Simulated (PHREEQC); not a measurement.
A PHREEQC speciation (ion-association model, wateq4f.dat) at 60 °C gives pH 5.68 and these molalities:

```csv
species,mol/kgw
I-,0.0338
CdI+,0.0140
CdI2,0.0131
Cd+2,0.00993
```

### Question
What are the element totals, and what could have been dissolved in 1 kg of water to give them?

### Answer
Several could match; the one computed here: totals Cd 0.0370, I 0.0740 mol/kgw, from 37 mmol/kgw CdI2.

Precipitation was switched off in this run. Species that the database lacks are ignored. At this temperature some constants are extrapolated from 25 °C, and those without enthalpy data are left unchanged.
